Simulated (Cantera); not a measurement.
An isothermal plug-flow reactor at 875 K and 21000 Pa (inlet), inlet velocity 0.068 m/s, active area per volume 120 1/m; feed 1.56 % CO, 2.63 % O₂, 94.5 % N₂, 1.32 % H₂O.

Model: Deutschmann's 1995 Pt surface mechanism with GRI-Mech 3.0 gas chemistry, integrated in Cantera. Catalytic surfaces can have several steady states; this one follows from the mechanism file's or the stated starting coverage. Mass transfer to the wall is taken as infinitely fast.

One state of this run: x CO = 9.82e-6; x O₂ = 0.0187; x H₂O = 0.0133; x CO₂ = 0.0157; θ free Pt = 0.211; θ O* = 0.788; θ OH* = 0.00159; θ CO* = 3.56e-6. x: gas mole fraction; θ: surface coverage.

Problem. Which value of z (m) does it belong to?
(A) 4.6e-05
(B) 0.00021
(C) 0.0001
(D) 0.00046

Solution. B, 0.00021
